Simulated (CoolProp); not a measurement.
n-butane at 464.52 K and 0.272 MPa is throttled through a valve to 0.107 MPa with no heat exchange. Each further row changes one setting.

The numbers come from the reference Helmholtz-energy equation of state, Bücker 2006 in CoolProp.

```csv
case,temperature change (K),final density (kg/m³)
as stated,-1.0,1.63
outlet pressure 0.0321 MPa,-1.5,0.486
outlet pressure 0.139 MPa,-0.8,2.11
```
